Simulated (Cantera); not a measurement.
Cantera run:

```python
import numpy as np
import cantera as ct

gas_names = [...]  # 50 gases of nasa_gas.yaml made of F, H, Mg, N, O
cond_names = """
    H2O(s) H2O(L) Mg(cr) Mg(L) MgF2(s) MgF2(L) MgO(s) MgO(L) MgO2H2(s)
""".split()


# ... load() reads the species with a 1 bar reference pressure and builds the phases ...
atoms = {
    'MgF2': {'Mg': 1, 'F': 2},
    'H2O': {'H': 2, 'O': 1},
    'N2': {'N': 2},
}
top_T = {}  # K; cautious upper limits of use, not melting points


# ... equilibrate(T, P, feed) seeds the gas with the atoms and calls Mixture.equilibrate('TP', solver="vcs", rtol=1e-11, max_steps=5000) ...
results = []
feed = {'MgF2': 1, 'H2O': 0.12, 'N2': 15}  # mol
P = 120  # Pa
for T in [1050, 1150, 1250, 1350, 1450, 1550, 1650, 1750, 1850, 1950]:
    mix = equilibrate(T, P, feed)
    results.append((T, P, feed, dict(zip(mix.species_names, mix.species_moles))))

top = {s: max(r[3][s] / sum(r[3][g] for g in gas_names) for r in results) for s in gas_names}
cols = sorted((s for s in top if top[s] > 0.001), key=lambda s: -top[s])[:9]
seen = [c for c in cond_names if any(r[3].get(c, 0) > 1e-12 for r in results)]
print("log10 of partial pressures in bar; condensed amounts in mol")
print(f"{'T/K':>10s}" + "".join(f"{s[:9]:>10s}" for s in cols + seen))
for T, P, feed, n in results:
    ng = sum(n[g] for g in gas_names)
    print(f"{T:10.4g}" + "".join(f"{np.log10(max(n[s] / ng * P / 1e5, 1e-99)):10.3f}" for s in cols)
          + "".join(f"{n.get(c, 0):10.4g}" for c in seen))
```

It prints:

```
log10 of partial pressures in bar; condensed amounts in mol
       T/K        N2      MgF2        HF       H2O       MgF        Mg   MgF2(s)    MgO(s)
      1050    -2.927    -9.885    -4.905    -5.487   -16.974   -20.617    0.9212   0.07876
      1150    -2.927    -8.237    -4.759    -6.123   -14.386   -17.535    0.8895    0.1104
      1250    -2.928    -6.863    -4.730    -6.841   -12.177   -14.867    0.8801    0.1182
      1350    -2.928    -5.700    -4.726    -7.489   -10.291   -12.574     0.855    0.1196
      1450    -2.935    -4.704    -4.731    -8.063    -8.742   -10.746    0.6246    0.1199
      1550    -2.952    -4.184    -4.748    -8.243    -7.753    -9.525         0    0.1198
      1650    -2.952    -4.184    -4.749    -7.918    -7.095    -8.417         0    0.1192
      1750    -2.952    -4.185    -4.750    -7.633    -6.516    -7.442         0     0.117
      1850    -2.953    -4.187    -4.752    -7.383    -6.007    -6.585         0    0.1089
      1950    -2.954    -4.194    -4.759    -7.163    -5.561    -5.833         0   0.07951
```

Equilibrium computed with Cantera from the NASA thermochemical tables; the gas is ideal and each condensed phase is pure. Mutual solubility and eutectic melting of coexisting phases are not modelled.
